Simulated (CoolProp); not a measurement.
Vapour-liquid equilibrium of n-hexane (1) + n-decane (2) at 450.2 K; x and y are mole fractions of (1).

Computed with CoolProp (multi-fluid Helmholtz-energy mixture model, Thol 2019 and Lemmon 2006; pair parameters Kunz 2012).

```json
[
 {"x": "0.05", "bubble pressure, mixture model (kPa)": "151.6", "bubble pressure, Raoult's law (kPa)": "165.5", "y, mixture model": "0.298", "y, Raoult's law": "0.374"},
 {"x": "0.15", "bubble pressure, mixture model (kPa)": "240.2", "bubble pressure, Raoult's law (kPa)": "278.3", "y, mixture model": "0.584", "y, Raoult's law": "0.667"},
 {"x": "0.25", "bubble pressure, mixture model (kPa)": "334.0", "bubble pressure, Raoult's law (kPa)": "391.1", "y, mixture model": "0.723", "y, Raoult's law": "0.791"},
 {"x": "0.35", "bubble pressure, mixture model (kPa)": "433.3", "bubble pressure, Raoult's law (kPa)": "503.9", "y, mixture model": "0.806", "y, Raoult's law": "0.859"},
 {"x": "0.45", "bubble pressure, mixture model (kPa)": "538.3", "bubble pressure, Raoult's law (kPa)": "616.7", "y, mixture model": "0.861", "y, Raoult's law": "0.903"},
 {"x": "0.55", "bubble pressure, mixture model (kPa)": "649.2", "bubble pressure, Raoult's law (kPa)": "729.5", "y, mixture model": "0.900", "y, Raoult's law": "0.933"},
 {"x": "0.65", "bubble pressure, mixture model (kPa)": "766.3", "bubble pressure, Raoult's law (kPa)": "842.4", "y, mixture model": "0.930", "y, Raoult's law": "0.955"},
 {"x": "0.75", "bubble pressure, mixture model (kPa)": "889.9", "bubble pressure, Raoult's law (kPa)": "955.2", "y, mixture model": "0.953", "y, Raoult's law": "0.971"},
 {"x": "0.85", "bubble pressure, mixture model (kPa)": "1021", "bubble pressure, Raoult's law (kPa)": "1068", "y, mixture model": "0.974", "y, Raoult's law": "0.985"},
 {"x": "0.95", "bubble pressure, mixture model (kPa)": "1162", "bubble pressure, Raoult's law (kPa)": "1181", "y, mixture model": "0.991", "y, Raoult's law": "0.995"}
]
```

The largest gap from Raoult's law is -14.6 % in bubble pressure, at x = 0.25. No azeotrope shows between x = 0.05 and 0.95.

The pair parameters rest on a limited set of measurements; away from them the model extrapolates.
